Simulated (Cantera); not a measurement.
Thermodynamics of oxide etching and cleaning by halides, feed CaO + HBr + N2

A closed system holds: 1 mol CaO, 3.1 mol HBr, 19 mol N2, at 1800 K.

Method: chemical equilibrium by Gibbs-energy minimisation in Cantera with the NASA 1993 tables (ideal gas, pure condensed phases). Candidate condensed phases: Br2, Ca, CaBr2, CaO, Ca(OH)2, H2O; 34 gas species. Equilibrium is a limit: real reactors are often held back by kinetics, nucleation or transport.

From 1.00 Pa to 320 Pa the condensed part is CaO(s). From 1300 Pa to 100000 Pa nothing is condensed. The main Ca-bearing gas is CaBr2 throughout.

```json
[
 {"P (Pa)": "1", "x N2": "0.802", "x Br": "0.107", "x CaBr2": "0.00932", "x H2O": "0.0104", "x H2": "0.0409", "x HBr": "0.00490", "x H": "0.0229", "n CaO(s)": "0.738"},
 {"P (Pa)": "4.20", "x N2": "0.816", "x Br": "0.0906", "x CaBr2": "0.0169", "x H2O": "0.0169", "x H2": "0.0398", "x HBr": "0.00840", "x H": "0.0110", "n CaO(s)": "0.596"},
 {"P (Pa)": "18", "x N2": "0.827", "x Br": "0.0715", "x CaBr2": "0.0254", "x H2O": "0.0252", "x H2": "0.0334", "x HBr": "0.0126", "x H": "0.00488", "n CaO(s)": "0.414"},
 {"P (Pa)": "75", "x N2": "0.836", "x Br": "0.0529", "x CaBr2": "0.0334", "x H2O": "0.0333", "x H2": "0.0255", "x HBr": "0.0166", "x H": "0.00209", "n CaO(s)": "0.239"},
 {"P (Pa)": "320", "x N2": "0.843", "x Br": "0.0368", "x CaBr2": "0.0404", "x H2O": "0.0402", "x H2": "0.0181", "x HBr": "0.0200", "x H": "0.000851", "n CaO(s)": "0.0900"},
 {"P (Pa)": "1300", "x N2": "0.849", "x Br": "0.0256", "x CaBr2": "0.0447", "x H2O": "0.0446", "x H2": "0.0127", "x HBr": "0.0235", "x H": "0.000354", "n CaO(s)": "0"},
 {"P (Pa)": "5600", "x N2": "0.852", "x Br": "0.0187", "x CaBr2": "0.0448", "x H2O": "0.0448", "x H2": "0.00932", "x HBr": "0.0306", "x H": "0.000146", "n CaO(s)": "0"},
 {"P (Pa)": "24000", "x N2": "0.854", "x Br": "0.0129", "x CaBr2": "0.0450", "x H2O": "0.0449", "x H2": "0.00648", "x HBr": "0.0365", "x H": "5.88e-5", "n CaO(s)": "0"},
 {"P (Pa)": "100000", "x N2": "0.856", "x Br": "0.00862", "x CaBr2": "0.0451", "x H2O": "0.0450", "x H2": "0.00437", "x HBr": "0.0408", "x H": "2.37e-5", "n CaO(s)": "0"}
]
```
x: gas mole fraction; n: condensed amount in mol.
